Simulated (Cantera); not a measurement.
Input: 1 mol Si2Cl6, 2.4 mol NH3, 2.3 mol H2, equilibrated at 902 °C and 0.0120 bar.

These are equilibrium values from Cantera (NASA tables, ideal gas, pure condensed phases), not measurements of a reactor. The feed counts by its element totals alone. The tables' values for SiCl3 are old estimates; treat these amounts as uncertain. Kinetics and transport are ignored.

```
species          before     after
-------------  --------  --------
H2                0.470     0.486
HCl               0.432     0.204
SiCl2          0.000989     0.186
N2               0.0299     0.116
SiCl4            0.0629  0.000466
SiCl              <1e-9   9.77e-5
Si                <1e-9   1.32e-5
H               7.67e-7  0.000567
Cl              6.17e-7  0.000186
SiHCl3          0.00161  0.000185
SiCl3           0.00252   0.00628
Si3N4(s), mol     0.472    0.0199
```
Gas species are given as mole fractions.

Q: What was changed between the two runs?
A) NH3 from 2.4 to 1.5 mol
B) temperature from 902 °C to 1375 °C
C) pressure from 0.0120 bar to 0.000650 bar
D) H2 from 2.3 to 97 mol

A: B, temperature from 902 °C to 1375 °C. The tables' values for SiCl3, SiCl are old estimates; treat these amounts as uncertain
